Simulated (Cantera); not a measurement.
An isothermal, constant-pressure homogeneous reactor starts with CH4 : H2 = 1 : 5.5 (molar parts), at 1273 K and 82.5 Torr. Integrator tolerance rtol = 1e-08.

Detailed kinetics in Cantera: GRI-Mech 3.0 (53 species, 325 reactions). GRI-Mech 3.0 stops at C3 and has no aromatics, soot or wall deposition, so with more carbon than oxygen in the feed, carbon stays in small species such as C2H2 where larger ones or solid carbon would form.

Q: What does this change do: temperature 1273 to 1600 K?

A: 
```json
[
 {"quantity": "x(CH4) at 60.0 s", "before": "0.150 (gas-phase equilibrium 0.126)", "after": "0.00760 (gas-phase equilibrium 0.00760)"},
 {"quantity": "x(H2) at 60.0 s", "before": "0.848 (gas-phase equilibrium 0.862)", "after": "0.929 (gas-phase equilibrium 0.929)"},
 {"quantity": "x(CH2) at 60.0 s", "before": "4.36e-12 (gas-phase equilibrium 7.77e-12)", "after": "4.22e-9 (gas-phase equilibrium 4.22e-9)"},
 {"quantity": "x(C2H) at 60.0 s", "before": "<1e-12 (gas-phase equilibrium 7.35e-12)", "after": "3.60e-8 (gas-phase equilibrium 3.60e-8)"},
 {"quantity": "x(CH3) at 60.0 s", "before": "4.69e-6 (gas-phase equilibrium 5.73e-6)", "after": "2.64e-5 (gas-phase equilibrium 2.64e-5)"},
 {"quantity": "x(C2H4) at 60.0 s", "before": "0.000526 (gas-phase equilibrium 0.00344)", "after": "0.000707 (gas-phase equilibrium 0.000707)"},
 {"quantity": "x(H) at 60.0 s", "before": "1.36e-6 (gas-phase equilibrium 2.01e-6)", "after": "0.000159 (gas-phase equilibrium 0.000159)"}
]
```
